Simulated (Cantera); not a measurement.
An isothermal plug-flow reactor at 1148 K and 5.60 bar (inlet), inlet velocity 0.87 m/s, active area per volume 710 1/m; feed CH4 : O2 : N2 = 0.0021 : 0.069 : 0.79 (molar parts), equivalence ratio 0.061.

Computed with Cantera and Deutschmann's 1995 Pt surface mechanism with GRI-Mech 3.0 gas chemistry. Catalytic surfaces can have several steady states; this one follows from the mechanism file's or the stated starting coverage. Mass transfer to the wall is taken as infinitely fast.

x: gas mole fraction; θ: surface coverage.

```csv
z (m),x CH4,x O2,x H2O,x CO2,x CO,θ free Pt,θ O*,θ OH*
0.00014,0.00240,0.0800,8.15e-5,3.88e-5,1.86e-6,0.266,0.733,0.000327
0.0003,0.00235,0.0800,?,?,1.94e-6,0.266,0.733,?
0.00064,0.00226,0.0798,?,?,1.87e-6,0.266,0.733,?
0.0014,0.00205,0.0794,0.000761,0.000376,1.72e-6,0.266,0.733,0.000841
0.003,0.00168,0.0786,0.00149,0.000736,1.46e-6,0.267,0.732,0.00116
0.0064,0.00106,0.0775,0.00267,0.00131,1.28e-6,0.267,0.731,0.00155
0.014,0.000352,0.0761,0.00408,0.00200,9.17e-7,0.268,0.730,0.00191
```

Task: What belongs in the gaps?

Result: 
- 0.0003, x H2O: 0.000173
- 0.0003, x CO2: 8.44e-5
- 0.0003, θ OH*: 0.000434
- 0.00064, x H2O: 0.000363
- 0.00064, x CO2: 0.000179
- 0.00064, θ OH*: 0.000596
